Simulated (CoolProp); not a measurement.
Vapour-liquid equilibrium of n-butane (1) + benzene (2) at 86.75 °C; x and y are mole fractions of (1).

Model: multi-fluid Helmholtz-energy mixture model, Bücker 2006 and Thol 2012; pair parameters Bell 2016, in CoolProp.

| x | bubble pressure, mixture model (bar) | bubble pressure, Raoult's law (bar) | y, mixture model | y, Raoult's law |
|---|---|---|---|---|
| 0.05 | 1.841 | 1.761 | 0.347 | 0.332 |
| 0.125 | ? | 2.544 | 0.586 | 0.574 |
| 0.2 | ? | 3.327 | 0.706 | 0.702 |
| 0.275 | 4.537 | 4.110 | 0.777 | 0.781 |
| 0.35 | 5.371 | 4.893 | 0.824 | 0.835 |
| 0.425 | 6.156 | 5.676 | 0.858 | 0.874 |
| 0.5 | 6.895 | 6.459 | 0.883 | 0.904 |
| 0.575 | 7.596 | 7.242 | 0.904 | 0.927 |
| 0.65 | ? | 8.025 | ? | 0.946 |
| 0.725 | ? | 8.808 | 0.938 | 0.961 |
| 0.8 | 9.622 | 9.591 | 0.954 | 0.974 |
| 0.875 | 10.34 | 10.37 | 0.970 | 0.985 |
| 0.95 | 11.11 | 11.16 | 0.987 | 0.994 |

Task: Fill in the missing entries.

Result: 
- 0.125, bubble pressure, mixture model (bar): 2.756
- 0.2, bubble pressure, mixture model (bar): 3.662
- 0.65, bubble pressure, mixture model (bar): 8.272
- 0.65, y, mixture model: 0.922
- 0.725, bubble pressure, mixture model (bar): 8.941

The largest gap from Raoult's law is +10.4 % in bubble pressure, at x = 0.275. No azeotrope shows between x = 0.05 and 0.95.

Pair parameters are fitted to limited data, so mixtures are less certain than the pure fluids.
